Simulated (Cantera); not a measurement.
A closed system holds: 1 mol HMDSO, 0.079 mol O3, 81 mol N2, held at 550 °C and 0.0435 Torr.

Cantera equilibrium calculation (NASA polynomials, part measured and part estimated; ideal gas, pure solids and liquids). The feed counts by its element totals alone. N2 is the only nitrogen source here; it is nearly inert below about 1500 K, so the nitride shown seldom forms there in practice. The numbers say what is thermodynamically allowed, not how fast it happens.

```csv
species,before,after
N2,0.897,0.897
H2,0.101,0.101
CO,0.00241,0.00225
"C(graphite), mol",5.79,5.80
"SiO2(α-quartz), mol",0.0148,0.0239
"Si2N2O(s), mol",0.993,0.988
```
Gas species are given as mole fractions.

Question: Which change was made?
A) O3 from 0.079 to 1.4 mol
B) pressure from 0.0435 Torr to 0.0480 Torr
C) pressure from 0.0435 Torr to 225 Torr
D) temperature from 550 °C to 302 °C

Answer: B, pressure from 0.0435 Torr to 0.0480 Torr
